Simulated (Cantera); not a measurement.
Input (Python, Cantera) and output of one run.

```python
import numpy as np
import cantera as ct

gas_names = """
    C CN CO CO2 C2 CCN CNC C2N2 C2O C3 C3O2 C4 C4N2 C5 N NCO NO NO2 NO3 N2 N2O O O2 O3 Si SiC SiC2 SiN
    SiO SiO2 Si2 Si2C Si2N Si3
""".split()
cond_names = """
    C(gr) Si(cr) Si(L) SiC(b) SiO2(Lqz) SiO2(hqz) SiO2(L) Si2N2O(s) Si3N4(a)
""".split()


# ... load() reads the species with a 1 bar reference pressure and builds the phases ...
atoms = {
    'Si3N4': {'Si': 3, 'N': 4},
    'CO2': {'C': 1, 'O': 2},
    'N2': {'N': 2},
}
top_T = {'C(gr)': 4500, 'SiC(b)': 3050, 'Si2N2O(s)': 2100, 'Si3N4(a)': 2400}  # K; cautious upper limits of use, not melting points


# ... equilibrate(T, P, feed) seeds the gas with the atoms and calls Mixture.equilibrate('TP', solver="vcs", rtol=1e-11, max_steps=5000) ...
results = []
feed = {'Si3N4': 1, 'CO2': 0.017, 'N2': 530}  # mol
T = 2248  # K
P = 2300  # Pa
mix = equilibrate(T, P, feed)
results.append((T, P, feed, dict(zip(mix.species_names, mix.species_moles))))
x = sorted(zip(gas.X, gas.species_names), reverse=True)
print(f"T = {T:g} K  P = {P:g} Pa  gas = {mix.phase_moles(0):.4g} mol")
print("   x: " + "  ".join(f"{s} {v:.3e}" for v, s in x if v > 0.0001))
print("   condensed (mol): " + ("  ".join(f"{mix.phase(i).name} {mix.phase_moles(i):.4g}"
      for i in range(1, mix.n_phases) if mix.phase_moles(i) > 1e-12) or "none"))
```

It prints:

```
T = 2248 K  P = 2300 Pa  gas = 534.9 mol
   x: N2 9.944e-01  Si 5.328e-03  SiN 1.240e-04
   condensed (mol): none
```

Equilibrium computed with Cantera from the NASA thermochemical tables; the gas is ideal and each condensed phase is pure. The tables' values for SiN are old estimates; treat these amounts as uncertain.
